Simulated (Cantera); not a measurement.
What does this Cantera script print?

```python
import numpy as np
import cantera as ct

gas_names = """
    CL CL2 H HCL H2 N NH NH2 NH3 N2 N2H2 N2H4 Si SiCL SiCL2 SiCL3 SiCL4 SiH SiHCL3 SiH2 SiH2CL2 SiH3
    SiH3CL SiH4 SiN Si2 Si2N Si3
""".split()
cond_names = """
    NH4CL(a) NH4CL(b) Si(cr) Si(L) Si3N4(a)
""".split()


# ... load() reads the species with a 1 bar reference pressure and builds the phases ...
atoms = {
    'Si2Cl6': {'Si': 2, 'CL': 6},
    'N2': {'N': 2},
    'H2': {'H': 2},
}
top_T = {'Si3N4(a)': 2400}  # K; cautious upper limits of use, not melting points


# ... equilibrate(T, P, feed) seeds the gas with the atoms and calls Mixture.equilibrate('TP', solver="vcs", rtol=1e-11, max_steps=5000) ...
results = []
T = 1848  # K
P = 133.322  # Pa
for m in [4.5, 8.4, 12, 16, 20, 24, 28, 31]:
    feed = {'Si2Cl6': 1, 'N2': 99, 'H2': m}  # mol
    mix = equilibrate(T, P, feed)
    results.append((T, P, feed, dict(zip(mix.species_names, mix.species_moles))))

top = {s: max(r[3][s] / sum(r[3][g] for g in gas_names) for r in results) for s in gas_names}
cols = sorted((s for s in top if top[s] > 1e-05), key=lambda s: -top[s])[:5]
seen = [c for c in cond_names if any(r[3].get(c, 0) > 1e-12 for r in results)]
print("log10 of partial pressures in bar; condensed amounts in mol")
print(f"{'n(H2)':>10s}" + "".join(f"{s[:9]:>10s}" for s in cols + seen))
for T, P, feed, n in results:
    ng = sum(n[g] for g in gas_names)
    print(f"{feed['H2']:10.4g}" + "".join(f"{np.log10(max(n[s] / ng * P / 1e5, 1e-99)):10.3f}" for s in cols)
          + "".join(f"{n.get(c, 0):10.4g}" for c in seen))
```

It prints:

```
log10 of partial pressures in bar; condensed amounts in mol
     n(H2)        N2        H2       HCL     SiCL2         H     Si(L)
       4.5    -2.909    -4.397    -4.544    -4.662    -5.474         0
       8.4    -2.925    -4.081    -4.508    -4.713    -5.316         0
        12    -2.939    -3.919    -4.491    -4.753    -5.235         0
        16    -2.954    -3.797    -4.480    -4.793    -5.174         0
        20    -2.969    -3.707    -4.474    -4.830    -5.129         0
        24    -2.983    -3.637    -4.470    -4.865    -5.094         0
        28    -2.997    -3.580    -4.469    -4.898    -5.065         0
        31    -3.007    -3.543    -4.466    -4.926    -5.047   0.03632
```

Method: chemical equilibrium by Gibbs-energy minimisation in Cantera with the NASA 1993 tables (ideal gas, pure condensed phases). The feed counts by its element totals alone. The tables' values for SiCl, SiN, SiCl3 are old estimates; treat these amounts as uncertain.
